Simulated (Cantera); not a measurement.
A perfectly stirred reactor is fed with 1.33 % C₂H₆, 16.7 % O₂, 71.9 % N₂, 10.1 % H₂O, at 600 Torr; it is adiabatic with a 750 K inlet, and is followed from long to short residence time, starting on the burning branch (τ in s: 0.36, 0.17, 0.079, 0.037, 0.017, 0.008, 0.0037, 0.0017, 0.00081, 0.00038, 0.00018, 8.3e-05, 3.9e-05).

Computed with Cantera and GRI-Mech 3.0 (53 species, 325 reactions).

Question: Predict: blow-out, bracketed by the residence times tried; x(C₂H₆) at τ = 0.360 s; x(O₂) at τ = 0.360 s; x(H₂O) at τ = 0.360 s; x(HO₂) at τ = 0.360 s; x(CH₄) at τ = 0.360 s; x(C₂H₆) at τ = 3.70 ms; x(O₂) at τ = 3.70 ms; x(H₂O) at τ = 3.70 ms.

Answer: 
```
Property                                                                      Result
------------------------------------------------  ----------------------------------
blow-out, bracketed by the residence times tried  burning at 17.0 ms, out at 8.00 ms
x(C₂H₆) at τ = 0.360 s                                                       3.76e-6
x(O₂) at τ = 0.360 s                                                           0.120
x(H₂O) at τ = 0.360 s                                                          0.140
x(HO₂) at τ = 0.360 s                                                        3.82e-6
x(CH₄) at τ = 0.360 s                                                        1.81e-7
x(C₂H₆) at τ = 3.70 ms                                                        0.0133
x(O₂) at τ = 3.70 ms                                                           0.167
x(H₂O) at τ = 3.70 ms                                                          0.101
```
